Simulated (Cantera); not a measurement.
Input (Python, Cantera):

```python
import numpy as np
import cantera as ct

gas = ct.Solution("gri30.yaml")
gas.TPX = 375, 10000, {'C3H8': 1, 'O2': 6.49, 'N2': 22.1}
flame = ct.FreeFlame(gas, width=0.2)
flame.set_refine_criteria(ratio=3, slope=0.08, curve=0.16)
flame.transport_model = "mixture-averaged"
flame.solve(loglevel=0, auto=True)
flame.transport_model = "multicomponent"
flame.soret_enabled = False
flame.solve(loglevel=0, refine_grid=True)
z, T = flame.grid, flame.T
thick = (T[-1] - T[0]) / np.gradient(T, z).max()
show = ['C3H8', 'O2', 'CH2CO', 'C2H2', 'H2', 'NO2']
print(f"laminar burning velocity  {flame.velocity[0] * 100:.3f} cm/s")
print(f"burnt temperature         {T[-1]:.1f} K")
print(f"thermal thickness         {thick * 1e3:.4f} mm")
print(f"grid points               {len(z)}")
z0 = z[flame.heat_release_rate.argmax()]
print(f"{'z/mm':>9s}{'T/K':>9s}{'u/(m/s)':>9s}" + "".join(f"{s:>11s}" for s in show))
rows = []
for k in (-3, -2, -1.5, -1, -0.5, -0.25, 0, 0.25, 0.5, 1, 2, 4, 8):
    zz = z0 + k * thick
    rows.append([k * thick, np.interp(zz, z, T), np.interp(zz, z, flame.velocity),
                 *(np.interp(zz, z, flame.X[gas.species_index(s)]) for s in show)])
    print(f"{rows[-1][0] * 1e3:9.3f}{rows[-1][1]:9.1f}{rows[-1][2]:9.3f}" + "".join(f"{x:11.3e}" for x in rows[-1][3:]))
```

Result:

```
laminar burning velocity  92.347 cm/s
burnt temperature         2120.1 K
thermal thickness         2.5511 mm
grid points               152
     z/mm      T/K  u/(m/s)       C3H8         O2      CH2CO       C2H2         H2        NO2
   -7.653    375.0    0.924  3.379e-02  2.193e-01  6.150e-11  6.003e-10  3.373e-04  6.517e-13
   -5.102    375.3    0.925  3.376e-02  2.190e-01  4.019e-09  2.539e-08  1.300e-03  2.213e-11
   -3.827    377.8    0.933  3.371e-02  2.185e-01  6.091e-08  2.846e-07  2.833e-03  2.224e-10
   -2.551    401.3    0.995  3.349e-02  2.158e-01  1.281e-06  4.061e-06  6.323e-03  1.962e-09
   -1.276    688.2    1.743  2.804e-02  1.905e-01  8.198e-05  1.003e-04  1.355e-02  2.257e-09
   -0.638   1075.5    2.799  1.258e-02  1.524e-01  4.771e-04  3.444e-04  1.734e-02  2.059e-09
    0.000   1464.4    3.895  8.355e-04  1.079e-01  9.246e-04  6.114e-04  1.728e-02  1.500e-09
    0.638   1623.5    4.337  3.442e-06  8.157e-02  2.856e-04  1.436e-04  1.263e-02  2.428e-10
    1.276   1657.9    4.422  3.125e-09  7.059e-02  2.547e-05  6.836e-06  9.488e-03  9.345e-11
    2.551   1686.3    4.475  2.276e-14  6.301e-02  1.025e-07  9.919e-09  8.484e-03  1.021e-10
    5.102   1721.7    4.545 -7.335e-18  5.880e-02  9.824e-12  2.919e-13  8.867e-03  1.303e-10
   10.204   1766.1    4.645  2.135e-17  5.701e-02  1.887e-15  2.710e-16  8.559e-03  1.994e-10
   20.409   1827.7    4.786 -1.317e-17  5.569e-02 -3.086e-16 -1.716e-16  7.571e-03  3.553e-10
```

Model: GRI-Mech 3.0 (53 species, 325 reactions), integrated in Cantera. GRI-Mech 3.0 was tuned for natural gas; its chemistry of propane as a main component is partial and can be far from experiment. Burning velocities carry a grid error of a few per cent, more on coarse grids.
